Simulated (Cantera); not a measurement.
An isothermal, constant-pressure homogeneous reactor starts with H₂ : O₂ : N₂ = 1.1 : 1 : 0.75 (molar parts), at 898 K and 20000 Pa.

Detailed kinetics in Cantera: GRI-Mech 3.0 (53 species, 325 reactions). Below about 950 K walls govern HO2 and H2O2 in real vessels. The temperature is held fixed by assumption; the heat of reaction is taken as removed at once.

One state of this run: x H₂ = 0.115; x O₂ = 0.242; x H₂O = 0.336; x O = 5.22e-8; x OH = 2.81e-8; x N₂O = 1.22e-9; x H = 1.47e-7. x: mole fraction; the columns are a selection and need not sum to one.

Problem. Which value of t (s) does it belong to?
A. 0.00164
B. 0.0270
C. 0.110
D. 6.00e-6

Solution. C, 0.110
